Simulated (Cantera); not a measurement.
A Cantera script and what it prints.

```python
import numpy as np
import cantera as ct

gas_names = [...]  # 87 gases of nasa_gas.yaml made of C, H, Si
cond_names = """
    C(gr) C6H6(L) C7H8(L) C8H18(L),n-octa Si(cr) Si(L) SiC(b)
""".split()


# ... load() reads the species with a 1 bar reference pressure and builds the phases ...
atoms = {
    'CH3SiH3': {'C': 1, 'H': 6, 'Si': 1},
    'H2': {'H': 2},
}
top_T = {'C(gr)': 4500, 'SiC(b)': 3050}  # K; cautious upper limits of use, not melting points


# ... equilibrate(T, P, feed) seeds the gas with the atoms and calls Mixture.equilibrate('TP', solver="vcs", rtol=1e-11, max_steps=5000) ...
results = []
feed = {'CH3SiH3': 1, 'H2': 1100}  # mol
T = 1075  # K
P = 670  # Pa
mix = equilibrate(T, P, feed)
results.append((T, P, feed, dict(zip(mix.species_names, mix.species_moles))))
print(gas.report(threshold=0.001))
for i in range(1, mix.n_phases):
    print(f"{mix.phase(i).name:16s} {mix.phase_moles(i):12.5e} mol")
```

Result:

```
       temperature   1075 K
          pressure   670 Pa
           density   0.00015112 kg/m^3
  mean mol. weight   2.016 kg/kmol
   phase of matter   gas

                          1 kg             1 kmol
                     ---------------   ---------------
          enthalpy         1.139e+07        2.2962e+07  J
   internal energy        6.9564e+06        1.4024e+07  J
           entropy        1.0419e+05        2.1005e+05  J/K
    Gibbs function       -1.0062e+08       -2.0284e+08  J
 heat capacity c_p             15138             30518  J/K
 heat capacity c_v             11014             22204  J/K

                      mass frac. Y      mole frac. X     chem. pot. / RT
                     ---------------   ---------------   ---------------
                H2                 1                 1           -22.694
     [  +86 minor]        1.8837e-06        4.0075e-07

C(gr)             0.00000e+00 mol
Si(cr)            2.35333e-04 mol
SiC(b)            9.99760e-01 mol
```

These are equilibrium values from Cantera (NASA tables, ideal gas, pure condensed phases), not measurements of a reactor. The feed counts by its element totals alone. Mutual solubility and eutectic melting of coexisting phases are not modelled.
